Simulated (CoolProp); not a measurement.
The numbers come from the reference Helmholtz-energy equation of state, Thol 2012 in CoolProp.

Problem. For benzene, give the phase and the speed of sound (m/s), Joule-Thomson coefficient (K/MPa) at 156.85 °C and 101 kPa.

Solution. 
- 156.85 °C and 101 kPa: gas; speed of sound 218, Joule-Thomson coefficient 16.8
